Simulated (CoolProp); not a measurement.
Vapour-liquid equilibrium of toluene (1) + n-octane (2) at 351.7 K; x and y are mole fractions of (1).

Values from CoolProp's multi-fluid Helmholtz-energy mixture model, Lemmon 2006 and Beckmüller 2019; pair parameters Bell 2016.

```json
[
 {"x": "0.05", "bubble pressure, mixture model (MPa)": "0.02346", "bubble pressure, Raoult's law (MPa)": "0.02286", "y, mixture model": "0.103", "y, Raoult's law": "0.081"},
 {"x": "0.125", "bubble pressure, mixture model (MPa)": "0.02534", "bubble pressure, Raoult's law (MPa)": "0.02397", "y, mixture model": "0.232", "y, Raoult's law": "0.193"},
 {"x": "0.2", "bubble pressure, mixture model (MPa)": "0.02705", "bubble pressure, Raoult's law (MPa)": "0.02508", "y, mixture model": "?", "y, Raoult's law": "0.295"},
 {"x": "0.275", "bubble pressure, mixture model (MPa)": "0.02859", "bubble pressure, Raoult's law (MPa)": "0.02620", "y, mixture model": "0.425", "y, Raoult's law": "0.388"},
 {"x": "0.35", "bubble pressure, mixture model (MPa)": "0.02997", "bubble pressure, Raoult's law (MPa)": "0.02731", "y, mixture model": "?", "y, Raoult's law": "0.474"},
 {"x": "0.425", "bubble pressure, mixture model (MPa)": "0.03121", "bubble pressure, Raoult's law (MPa)": "0.02842", "y, mixture model": "0.567", "y, Raoult's law": "0.553"},
 {"x": "0.5", "bubble pressure, mixture model (MPa)": "0.03231", "bubble pressure, Raoult's law (MPa)": "0.02954", "y, mixture model": "0.628", "y, Raoult's law": "0.626"},
 {"x": "0.575", "bubble pressure, mixture model (MPa)": "0.03330", "bubble pressure, Raoult's law (MPa)": "0.03065", "y, mixture model": "0.684", "y, Raoult's law": "0.693"},
 {"x": "0.65", "bubble pressure, mixture model (MPa)": "?", "bubble pressure, Raoult's law (MPa)": "0.03176", "y, mixture model": "0.737", "y, Raoult's law": "0.756"},
 {"x": "0.725", "bubble pressure, mixture model (MPa)": "0.03497", "bubble pressure, Raoult's law (MPa)": "0.03288", "y, mixture model": "0.790", "y, Raoult's law": "0.815"},
 {"x": "0.8", "bubble pressure, mixture model (MPa)": "0.03565", "bubble pressure, Raoult's law (MPa)": "0.03399", "y, mixture model": "0.843", "y, Raoult's law": "0.870"},
 {"x": "0.875", "bubble pressure, mixture model (MPa)": "0.03624", "bubble pressure, Raoult's law (MPa)": "0.03510", "y, mixture model": "0.898", "y, Raoult's law": "0.921"},
 {"x": "0.95", "bubble pressure, mixture model (MPa)": "0.03671", "bubble pressure, Raoult's law (MPa)": "0.03622", "y, mixture model": "0.957", "y, Raoult's law": "0.969"}
]
```

Problem. What belongs in the gaps?

Solution. 
- 0.2, y, mixture model: 0.337
- 0.35, y, mixture model: 0.501
- 0.65, bubble pressure, mixture model (MPa): 0.03418

The largest gap from Raoult's law is +9.8 % in bubble pressure, at x = 0.425. No azeotrope shows between x = 0.05 and 0.95.

Pair parameters are fitted to limited data, so mixtures are less certain than the pure fluids.
